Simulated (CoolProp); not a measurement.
Saturation properties of m-xylene.

Model: reference Helmholtz-energy equation of state, Zhou 2012, in CoolProp.

```json
[
 {"T (K)": "423.9", "p (kPa)": "137.3", "liquid density (kg/m³)": "743.5", "surface tension (mN/m)": "15.0", "vapour viscosity (µPa s)": "9.10"},
 {"T (K)": "445.3", "p (kPa)": "228.2", "liquid density (kg/m³)": "721.1", "surface tension (mN/m)": "12.9", "vapour viscosity (µPa s)": "9.57"},
 {"T (K)": "466.7", "p (kPa)": "360.0", "liquid density (kg/m³)": "697.4", "surface tension (mN/m)": "10.9", "vapour viscosity (µPa s)": "10.1"},
 {"T (K)": "488.1", "p (kPa)": "543.3", "liquid density (kg/m³)": "671.9", "surface tension (mN/m)": "9.01", "vapour viscosity (µPa s)": "10.6"},
 {"T (K)": "509.5", "p (kPa)": "789.9", "liquid density (kg/m³)": "644.2", "surface tension (mN/m)": "7.17", "vapour viscosity (µPa s)": "11.1"},
 {"T (K)": "530.8", "p (kPa)": "1111", "liquid density (kg/m³)": "613.4", "surface tension (mN/m)": "5.43", "vapour viscosity (µPa s)": "11.7"},
 {"T (K)": "552.2", "p (kPa)": "1525", "liquid density (kg/m³)": "577.7", "surface tension (mN/m)": "3.79", "vapour viscosity (µPa s)": "12.4"},
 {"T (K)": "573.6", "p (kPa)": "2047", "liquid density (kg/m³)": "534.3", "surface tension (mN/m)": "2.29", "vapour viscosity (µPa s)": "13.4"},
 {"T (K)": "595", "p (kPa)": "2699", "liquid density (kg/m³)": "475.3", "surface tension (mN/m)": "0.973", "vapour viscosity (µPa s)": "14.9"}
]
```

It boils at 412.2 K under 1 atm.

Viscosity comes from a separate model (Cao 2016). Surface tension comes from a separate correlation (Mulero 2014).
